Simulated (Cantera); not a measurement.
An isothermal, constant-pressure homogeneous reactor starts with 13.5 % H₂, 6.77 % O₂, 79.7 % N₂, equivalence ratio 1.0, at 1300 K and 1.00 bar.

Model: the H2/O2 subset of GRI-Mech 3.0, which has no nitrogen chemistry, integrated in Cantera. The temperature is held fixed by assumption; the heat of reaction is taken as removed at once.

One state of this run: x H₂ = 0.000525; x O₂ = 0.000253; x HO₂ = 1.38e-7; x O = 1.28e-6; x OH = 4.90e-5; x H = 1.34e-5; x H₂O₂ = 4.10e-8. x: mole fraction; the columns are a selection and need not sum to one.

Q: Which value of t (s) does it belong to?
(A) 0.0361
(B) 0.000333
(C) 0.000850
(D) 1.53

A: A, 0.0361
